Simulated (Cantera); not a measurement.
Feed: 1 mol MgSO4, 0.14 mol CO2, 5.7 mol H2, equilibrated at 2023.15 K and 0.0100 bar.

Cantera equilibrium calculation (NASA polynomials, part measured and part estimated; ideal gas, pure solids and liquids). Candidate condensed phases: C, C6H6, C7H8, C8H18, H2O, H2SO4, Mg, MgCO3, MgO, Mg(OH)2, MgS, MgSO4, S; 130 gas species. Kinetics and transport are ignored.

Base state: H2 0.479, H2O 0.364, SO2 0.0400, S2 0.0309, SO 0.0281, CO 0.0181, H 0.0132, SH 0.00914 (mole fractions); condensed: MgO(s).

**Question.** What changes in the equilibrium state with this change: temperature from 2023.15 K to 2273 K?

**Answer.** 
```csv
species,before,after
H2,0.479,0.410
H2O,0.364,0.321
Mg,0.00278,0.0592
S2,0.0309,0.00698
H,0.0132,0.0538
S,0.00649,0.0128
SO,0.0281,0.0483
SO2,0.0400,0.0513
CO,0.0181,0.0165
MgO,3.24e-6,0.000230
O2,6.78e-6,0.000193
O,2.08e-5,0.000589
"MgO(s), mol",0.980,0.544
```
The tables' values for MgH are old estimates; treat these amounts as uncertain.

**Question.** What changes in the equilibrium state with this change: CO2 from 0.14 to 0.91 mol?

**Answer.** 
| species | before | after |
|---|---|---|
| H2 | 0.479 | 0.379 |
| H2O | 0.364 | 0.370 |
| CO | 0.0181 | 0.101 |
| CO2 | 0.00295 | 0.0210 |
| S2 | 0.0309 | 0.0192 |
| SO2 | 0.0400 | 0.0520 |
| H | 0.0132 | 0.0117 |
| SO | 0.0281 | 0.0284 |
| Mg | 0.00278 | 0.00216 |
| COS | 6.44e-6 | 2.81e-5 |
| O2 | 6.78e-6 | 1.12e-5 |
| MgO(s), mol | 0.980 | 0.983 |
